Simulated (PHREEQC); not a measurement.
## Acid mine or pickling water (model solution)

Model water analysis in mg/L, 25 °C, pH 2.28, pe 8.3: Na 131; K 20.6; Ca 40.7; Mg 374; Cl 100; S(6) as SO4 2330; N(5) as NO3 5.94; O(0) (dissolved oxygen) 0.223; Al 11.8; Zn 0.275; Cu(2) 8.85.

Na is adjusted to close the charge balance.
Valence states are taken as typed.

Equilibrium calculation in PHREEQC: ion-association model, wateq4f.dat.

Each row changes one thing in this solution. No solid was allowed to form.

```csv
case,ionic strength (mol/kgw),SO4-2 (mol/kgw),Mg+2 (mol/kgw),MgSO4 (mol/kgw),HSO4- (mol/kgw),Ca+2 (mol/kgw),SI of Gypsum (CaSO4:2H2O),SI of Gibbsite (Al(OH)3)
as made,0.0576,0.0135,0.00938,0.00605,0.00375,0.000655,-1.17,-6.13
all concentrations times 3 at the same typed pH,0.157,0.0372,…,0.0230,0.00812,…,-0.58,-6.03
temperature from 25 to 55 °C at the same typed pH,…,0.00992,0.00777,…,0.00576,0.000655,…,-4.62
```

**Question.** Some entries are withheld; supply them.

**Answer.** 
- all concentrations times 3 at the same typed pH, Mg+2 (mol/kgw): 0.0235
- all concentrations times 3 at the same typed pH, Ca+2 (mol/kgw): 0.00169
- temperature from 25 to 55 °C at the same typed pH, ionic strength (mol/kgw): 0.0473
- temperature from 25 to 55 °C at the same typed pH, MgSO4 (mol/kgw): 0.00766
- temperature from 25 to 55 °C at the same typed pH, SI of Gypsum (CaSO4:2H2O): -1.24

Away from 25 °C the constants follow the database's enthalpies or fits; those with neither stay at their 25 °C values.
